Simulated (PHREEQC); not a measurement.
Consider water at 25 °C with 11 mmol/kgw KH2PO4 and 0.88 mmol/kgw KOH. Closed to the air; pH follows from the charge balance.

Equilibrium calculation in PHREEQC: ion-association model, phreeqc.dat.

```tsv
quantity	before	after
pH	6.00	10.93
ionic strength (mol/kgw)	0.0127	0.000880
```

Which change was made?
A) KH2PO4 left out
B) KOH from 0.00088 to 0.00132 mol/kgw
C) KH2PO4 from 0.011 to 0.0099 mol/kgw
D) KOH replaced by KNO3 at the same molality
E) KOH from 0.00088 to 0.000176 mol/kgw

A, KH2PO4 left out

Precipitation was switched off in this run.
